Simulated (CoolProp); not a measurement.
Isopentane along the isobar 101 kPa: fugacity coefficient from the reference equation and from simpler models built on Tc = 460.3 K, pc = 3378 kPa, ω = 0.227; each cubic takes its own stable root.

Values from CoolProp's reference Helmholtz-energy equation of state, Lemmon 2006. It is a short technical equation, of lower accuracy than the large ones.

| T (K) | phase | reference | Redlich-Kwong | Soave-Redlich-Kwong |
|---|---|---|---|---|
| 233.4 | liquid | 0.04328 | 0.09138 | 0.04206 |
| 266.7 | liquid | 0.2534 | 0.4608 | 0.2497 |
| 300.1 | liquid | 0.9331 | 0.9668 | 0.9323 |
| 333.4 | gas | 0.9704 | 0.9750 | 0.9729 |
| 366.7 | gas | 0.9784 | 0.9807 | 0.9794 |
| 400 | gas | 0.9838 | 0.9849 | 0.9841 |
| 433.4 | gas | 0.9875 | 0.9879 | 0.9876 |
| 466.7 | gas | 0.9902 | 0.9902 | 0.9903 |
| 500 | gas | 0.9922 | 0.9920 | 0.9923 |

At some of these states Redlich-Kwong gives the other phase, because its saturation line lies elsewhere.
